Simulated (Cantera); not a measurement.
Input: 1 mol CHF3, 0.4 mol HCl, held at 82000 Pa.

Equilibrium computed with Cantera from the NASA thermochemical tables; the gas is ideal and each condensed phase is pure. Candidate condensed phases: C, C6H6, C7H8, C8H18; 118 gas species. Gases not in the tables: C2F6 and larger saturated fluorocarbons. Equilibrium is a limit: real reactors are often held back by kinetics, nucleation or transport.

At 1648 K, list the 4 most abundant gas species with their mole fractions, and the condensed phases.

HF 0.606, CF4 0.223, HCl 0.104, Cl2 0.0315. Condensed: C(graphite).
